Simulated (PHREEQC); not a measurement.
Dissolve 7.8 mmol/kgw KH2PO4 and 1.2 mmol/kgw KOH at 25 °C. It is in equilibrium with CO2 at log p = -3.4 (atm). Otherwise closed; pH follows from the charge balance.

Equilibrium calculation in PHREEQC: ion-association model, wateq4f.dat.

Each row changes one thing in this solution. Precipitation was switched off in this run.

```json
[
 {"case": "as made", "pH": "6.32", "ionic strength (mol/kgw)": "0.0102", "H2PO4- (mol/kgw)": "0.00661", "HPO4-2 (mol/kgw)": "0.00117", "HCO3- (mol/kgw)": "1.40e-5", "KHPO4- (mol/kgw)": "1.36e-5"},
 {"case": "KOH from 0.0012 to 0.012 mol/kgw", "pH": "8.76", "ionic strength (mol/kgw)": "0.0273", "H2PO4- (mol/kgw)": "0.000134", "HPO4-2 (mol/kgw)": "0.00751", "HCO3- (mol/kgw)": "0.00399", "KHPO4- (mol/kgw)": "0.000154"},
 {"case": "KOH from 0.0012 to 0.006 mol/kgw", "pH": "7.49", "ionic strength (mol/kgw)": "0.0194", "H2PO4- (mol/kgw)": "0.00201", "HPO4-2 (mol/kgw)": "0.00570", "HCO3- (mol/kgw)": "[?]", "KHPO4- (mol/kgw)": "8.86e-5"},
 {"case": "KOH left out", "pH": "4.76", "ionic strength (mol/kgw)": "0.00785", "H2PO4- (mol/kgw)": "0.00775", "HPO4-2 (mol/kgw)": "3.63e-5", "HCO3- (mol/kgw)": "3.79e-7", "KHPO4- (mol/kgw)": "3.82e-7"},
 {"case": "temperature from 25 to 65 °C", "pH": "6.23", "ionic strength (mol/kgw)": "0.0102", "H2PO4- (mol/kgw)": "0.00660", "HPO4-2 (mol/kgw)": "0.00118", "HCO3- (mol/kgw)": "5.80e-6", "KHPO4- (mol/kgw)": "[?]"}
]
```

Fill in the missing entries.


- KOH from 0.0012 to 0.006 mol/kgw, HCO3- (mol/kgw): 0.000210
- temperature from 25 to 65 °C, KHPO4- (mol/kgw): 1.33e-5

Complexes and solids missing from the database can't appear. H3PO4, which wateq4f.dat lacks, is added to it with the constant of phreeqc.dat. At this temperature some constants are extrapolated from 25 °C, and those without enthalpy data are left unchanged.
